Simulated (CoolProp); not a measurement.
Properties of carbon dioxide at several states.

Values from CoolProp's reference Helmholtz-energy equation of state, Span 1996.

| T (K) | p (kPa) | phase | density (kg/m³) | isothermal compressibility (1/MPa) | expansivity (1/kK) | conductivity (mW/(m K)) |
|---|---|---|---|---|---|---|
| 738.1 | 1790 | gas | 12.83 | 0.5583 | 1.378 | 52.3 |
| 665.9 | 2030 | gas | 16.16 | 0.4933 | 1.543 | 46.8 |
| 371.4 | 67.9 | gas | 0.9693 | 14.75 | 2.708 | 22.4 |
| 814.2 | 1230 | gas | 7.986 | 0.8119 | 1.238 | 57.8 |
| 635.6 | 11.9 | gas | 0.09910 | 84.04 | 1.574 | 43.8 |

Thermal conductivity comes from a separate model (Huber 2016).
